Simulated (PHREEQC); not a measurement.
Consider water at 25 °C with 0.87 mol KH2PO4, 0.037 mol NaOH and 0.0011 mol NaCl per kg of water. Closed to the air; pH follows from the charge balance.

Equilibrium calculation in PHREEQC: ion-association model, wateq4f.dat.

* **pH**: 5.17
* **ionic strength**: 0.929 mol/kgw
* **activity of water**: 0.970
* **total alkalinity**: 37.0 meq/kg

```tsv
species	molality	activity	log γ
K+	0.862	0.520	-0.219
H2PO4-	0.832	0.548	-0.181
Na+	0.0377	0.0269	-0.147
HPO4-2	0.0292	0.00507	-0.761
KHPO4-	0.00781	0.00514	-0.181
Cl-	0.00110	0.000664	-0.219
H3PO4	0.000438	0.000542	0.093
```

This is a speciation only: nothing precipitates in the calculation. The ionic strength is past about 0.7 mol/kgw, beyond the range of this activity model, so the values are rough. H3PO4, which wateq4f.dat lacks, is added to it with the constant of phreeqc.dat.
